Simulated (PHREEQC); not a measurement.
A solution holds 0.03 mol CuSO4, 1.5e-05 mol H3AsO4, 0.0074 mol H2SO4 and 0.002 mol H4SiO4 per kg of water, at 25 °C. Closed to the air; pH follows from the charge balance.

The numbers come from PHREEQC with the ion-association model, wateq4f.dat.

- pH: 2.16
- ionic strength: 0.0822 mol/kgw
- total alkalinity: -14.8 meq/kg

```
species  molality  activity   log γ
-------  --------  --------  ------
SO4-2      0.0192   0.00761  -0.401
Cu+2       0.0182   0.00771  -0.374
CuSO4      0.0118    0.0120   0.008
H+        0.00831   0.00693  -0.079
HSO4-     0.00649   0.00513  -0.103
H4SiO4    0.00200   0.00204   0.008
```

This is a speciation only: nothing precipitates in the calculation. Examples of supersaturated solids here: Quartz (slow to form), Chalcedony (slow to form). Others may be too. The database has no arsenate complexes of Cu.
